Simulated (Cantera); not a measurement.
**Gas-phase reforming**

An isothermal, constant-pressure homogeneous reactor starts with 31.6 % CH₄, 38.0 % CO₂, 30.4 % H₂, at 2100 K and 5.13 atm.

Detailed kinetics in Cantera: GRI-Mech 3.0 (53 species, 325 reactions).

```tsv
t (s)	x CH₄	x CO₂	x H₂	x C₂H₆	x CH₂O	x CO
0.000300	0.0239	0.0502	0.353	2.03e-5	1.15e-5	0.264
0.000663	0.0159	0.0323	0.375	8.93e-6	6.56e-6	0.297
0.00147	0.0129	0.0255	0.413	5.25e-6	3.74e-6	0.327
0.00324	0.00963	0.0185	0.455	2.66e-6	1.92e-6	0.360
0.00717	0.00632	0.0125	0.492	1.06e-6	1.01e-6	0.388
0.0158	0.00355	0.00841	0.518	3.26e-7	6.51e-7	0.407
0.0350	0.00154	0.00616	0.533	6.15e-8	5.30e-7	0.417
0.0775	0.000302	0.00537	0.539	2.47e-9	4.87e-7	0.421
0.171	3.40e-6	0.00529	0.539	<1e-12	4.77e-7	0.421
0.379	1.22e-6	0.00529	0.539	<1e-12	4.77e-7	0.421
0.837	1.22e-6	0.00529	0.539	<1e-12	4.77e-7	0.421
1.85	1.22e-6	0.00529	0.539	<1e-12	4.77e-7	0.421
4.09	1.22e-6	0.00529	0.539	<1e-12	4.77e-7	0.421
9.05	1.22e-6	0.00529	0.539	<1e-12	4.77e-7	0.421
20.0	1.22e-6	0.00529	0.539	<1e-12	4.77e-7	0.421
```
x: mole fraction; the columns are a selection and need not sum to one.

Equilibrium at this temperature and pressure: CH₄ 1.39e-6, CO₂ 0.00529, H₂ 0.539, C₂H₆ <1e-12, CH₂O 4.77e-7, CO 0.421 (gas phase only).
